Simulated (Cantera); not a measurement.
A closed system holds: 1 mol Si3N4, 0.019 mol CO2, 15 mol H2, at 3.20 Pa.

Equilibrium computed with Cantera from the NASA thermochemical tables; the gas is ideal and each condensed phase is pure. Candidate condensed phases: C, C6H6, C7H8, C8H18, H2O, Si, SiC, SiO2, Si2N2O, Si3N4; 151 gas species. Mutual solubility and eutectic melting of coexisting phases are not modelled. The tables' values for SiN are old estimates; treat these amounts as uncertain. Gases not in the tables: Si2H6 and higher silanes. The numbers say what is thermodynamically allowed, not how fast it happens.

**Question.** At 1477 °C, list the 4 most abundant gas species with their mole fractions, and the condensed phases.

**Answer.** H2 0.803, N2 0.110, Si 0.0469, H 0.0369. Condensed: Si(l) + SiC(s).
